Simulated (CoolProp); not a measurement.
Model: reference Helmholtz-energy equation of state, Lemmon 2006, in CoolProp. It is a short technical equation, of lower accuracy than the large ones.

Question: For carbonyl sulfide, give the phase and the density (kg/m³), isothermal compressibility (1/MPa), expansivity (1/kK) at 283.05 °C and 9.09 MPa; 283.05 °C and 13.6 MPa; 283.05 °C and 18.2 MPa.

Answer: 
- 283.05 °C and 9.09 MPa: supercritical; density 136, isothermal compressibility 0.125, expansivity 2.93
- 283.05 °C and 13.6 MPa: supercritical; density 215, isothermal compressibility 0.0852, expansivity 3.56
- 283.05 °C and 18.2 MPa: supercritical; density 300, isothermal compressibility 0.0611, expansivity 3.96
